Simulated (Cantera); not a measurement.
An isothermal, constant-pressure homogeneous reactor starts with CH4 : CO2 = 1 : 4.8 (molar parts), at 1550 K and 93000 Pa. Integrator tolerance rtol = 1e-08.

Computed with Cantera and GRI-Mech 3.0 (53 species, 325 reactions).

| quantity | before | after |
|---|---|---|
| x(CH4) at 5.00 s | 0.00564 (gas-phase equilibrium 3.07e-9) | 0.00319 (gas-phase equilibrium 3.55e-7) |
| x(CO2) at 5.00 s | 0.350 (gas-phase equilibrium 0.315) | 0.324 (gas-phase equilibrium 0.315) |
| x(HCO) at 5.00 s | 4.35e-9 (gas-phase equilibrium 5.05e-9) | 1.56e-8 (gas-phase equilibrium 1.66e-8) |
| x(O) at 5.00 s | 3.41e-11 (gas-phase equilibrium 6.32e-11) | 5.59e-12 (gas-phase equilibrium 5.88e-12) |
| x(H) at 5.00 s | 8.56e-6 (gas-phase equilibrium 9.53e-6) | 2.79e-6 (gas-phase equilibrium 2.91e-6) |
| x(CH2CO) at 5.00 s | 7.67e-6 (gas-phase equilibrium <1e-12) | 7.41e-7 (gas-phase equilibrium 5.02e-11) |
| x(C2H2) at 5.00 s | 0.00827 (gas-phase equilibrium <1e-12) | 0.000461 (gas-phase equilibrium 8.42e-12) |

Which change was made?
(A) pressure from 93000 Pa to 1000000 Pa
(B) temperature 1550 to 1325 K
(C) CH4 1 to 1.7 parts
(D) temperature 1550 to 1348 K

A, pressure from 93000 Pa to 1000000 Pa
